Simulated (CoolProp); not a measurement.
A closed Brayton cycle with dry air: compressor inlet 328.15 K and 0.3 MPa, high pressure 0.73 MPa, turbine inlet 765 K, compressor efficiency 0.89, turbine efficiency 0.9, recuperator effectiveness 0.9 (on enthalpy, no pinch check). Each further row changes one setting.

The numbers come from the reference Helmholtz-energy equation of state, Lemmon 2000 in CoolProp. It is a pseudo-pure fit of the blend.

```csv
case,thermal efficiency (%),net work (kJ/kg),compressor to turbine work,compressor exit (K),turbine exit (K)
as stated,28.1,49.6,0.68,434.2,619.1
turbine inlet 715 K,[?],[?],0.73,434.2,577.4
compressor inlet 338.15 K,[?],46.3,0.70,447.3,619.1
high pressure 0.62 MPa,[?],45.3,0.65,412.8,[?]
recuperator effectiveness 0.5,[?],49.6,0.68,434.2,619.1
```

Task: Some entries are withheld; supply them.

Result: 
- turbine inlet 715 K, thermal efficiency (%): 24.2
- turbine inlet 715 K, net work (kJ/kg): 39.1
- compressor inlet 338.15 K, thermal efficiency (%): 26.5
- high pressure 0.62 MPa, thermal efficiency (%): 29.2
- high pressure 0.62 MPa, turbine exit (K): 643.7
- recuperator effectiveness 0.5, thermal efficiency (%): 19.6
